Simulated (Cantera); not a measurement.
# ZrN + N₂ (sublimation and decomposition of ceramics)

Input: 1 mol ZrN, 0.096 mol N₂, at 1600 K and 10000 Pa.

These are equilibrium values from Cantera (NASA tables, ideal gas, pure condensed phases), not measurements of a reactor. Candidate condensed phases: Zr, ZrN; 4 gas species. ZrN: taken at fixed stoichiometry. Equilibrium is a limit: real reactors are often held back by kinetics, nucleation or transport.

The x(N₂) is 1.00 and the n(ZrN(s)) is 1.00 mol. The gas amount is 0.09600 mol and the log10 activity of Zr(β) (absent) is -6.60.
